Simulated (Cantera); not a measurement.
Cantera run, input and output.

```python
import numpy as np
import cantera as ct

surf = ct.Interface("ptcombust.yaml", "Pt_surf")
gas = surf.adjacent["gas"]
gas.TPX = 300, 3200, {'H2': 0.01, 'O2': 0.2, 'N2': 0.79}
jet = ct.ImpingingJet(gas=gas, width=0.031, surface=surf)
jet.inlet.mdot, jet.inlet.T, jet.inlet.X = 0.033, 300, {'H2': 0.01, 'O2': 0.2, 'N2': 0.79}
jet.set_refine_criteria(ratio=10, slope=0.2, curve=0.3)
show, cover = ['H2', 'O2', 'H2O', 'OH'], ["PT(S)", "H(S)", "O(S)", "OH(S)", "CO(S)", "C(S)"]

rows = []
print(f"{'Ts/K':>7s}" + "".join(f"{s:>11s}" for s in show + cover) + "   (gas at the wall, coverages)")
for i, Ts in enumerate([600, 650, 700, 750, 800, 850]):
    jet.surface.T = Ts
    if i == 0:
        surf.TP = Ts, 3200
        surf.coverages = "PT(S):0.5, O(S):0.5"
        surf.advance_coverages(1.0)
        jet.set_initial_guess(products="inlet")
    jet.solve(loglevel=0, auto=(i == 0))
    rows.append([*(jet.X[gas.species_index(s), -1] for s in show), *surf[cover].coverages])
    print(f"{Ts:7g}" + "".join(f"{x:11.3e}" for x in rows[-1]))
```

Output:

```
   Ts/K         H2         O2        H2O         OH      PT(S)       H(S)       O(S)      OH(S)      CO(S)       C(S)   (gas at the wall, coverages)
    600  3.449e-03  1.931e-01  1.263e-02  1.432e-12  2.955e-02  2.626e-10  9.689e-01  1.540e-03 -1.242e-24 -2.663e-28
    650  3.348e-03  1.930e-01  1.273e-02  1.814e-11  3.241e-02  3.758e-10  9.665e-01  1.060e-03  2.230e-17  9.691e-28
    700  2.890e-03  1.926e-01  1.351e-02  1.528e-10  4.192e-02  7.624e-10  9.572e-01  8.481e-04  7.803e-20  2.163e-28
    750  2.115e-03  1.918e-01  1.490e-02  8.900e-10  6.629e-02  2.267e-09  9.329e-01  7.922e-04  3.529e-18  2.619e-30
    800  1.466e-03  1.912e-01  1.604e-02  3.929e-09  1.073e-01  7.134e-09  8.919e-01  7.635e-04  2.734e-19  7.411e-28
    850  1.060e-03  1.908e-01  1.672e-02  1.418e-08  1.614e-01  1.959e-08  8.379e-01  7.168e-04  1.233e-19  2.644e-28
```

Cantera simulation using Deutschmann's 1995 Pt surface mechanism with GRI-Mech 3.0 gas chemistry; the numbers are that mechanism's predictions, not measurements. Catalytic surfaces can have several steady states; this one follows from the mechanism file's or the stated starting coverage.
